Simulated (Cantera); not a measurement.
Charge: 1 mol PbS, 320 mol H2, 0.85 mol N2, equilibrated at 1425 °C and 3.70 mbar.

Method: chemical equilibrium by Gibbs-energy minimisation in Cantera with the NASA 1993 tables (ideal gas, pure condensed phases). Kinetics and transport are ignored.

```
species    before    after
-------  --------  -------
H2          0.989    0.992
N2        0.00264  0.00264
Pb        0.00289  0.00210
H         0.00236  2.29e-7
PbS      0.000215  0.00101
S         8.88e-5    <1e-9
S2       0.000303  2.86e-7
SH       0.000561  8.03e-7
H2S       0.00163  0.00210
```
Gas species are given as mole fractions.

Problem. What was changed between the two runs?
(A) H2 from 320 to 29 mol
(B) temperature from 1425 °C to 527 °C
(C) temperature from 1425 °C to 1750 °C
(D) temperature from 1425 °C to 800 °C

Solution. D, temperature from 1425 °C to 800 °C
